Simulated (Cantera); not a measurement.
Feed: 1 mol SO₂, 30 mol N₂, at 3350 K.

These are equilibrium values from Cantera (NASA tables, ideal gas, pure condensed phases), not measurements of a reactor. Candidate condensed phases: S; 17 gas species. The numbers say what is thermodynamically allowed, not how fast it happens.

Q: At 0.390 Torr, list the 7 most abundant gas species with their mole fractions, and the condensed phases.

A: N₂ 0.905, O 0.0597, S 0.0302, N 0.00439, NO 0.000670, SO 6.73e-5, O₂ 1.68e-5. Condensed: gas only.
